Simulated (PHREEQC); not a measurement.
Solution (85 °C): 0.054 mol FeCl2 per kg of water. Closed to the air; pH follows from the charge balance.

Model: ion-association model, phreeqc.dat, run in PHREEQC.

Question: The ionic strength comes out as 0.157 mol/kgw. What activity coefficients do FeOH+, FeCl+, Fe+2, H+, Cl- get?

Answer: FeOH+ 0.73, FeCl+ 0.73, Fe+2 0.31, H+ 0.79, Cl- 0.71.

Precipitation was switched off in this run. At this temperature some constants are extrapolated from 25 °C, and those without enthalpy data are left unchanged.
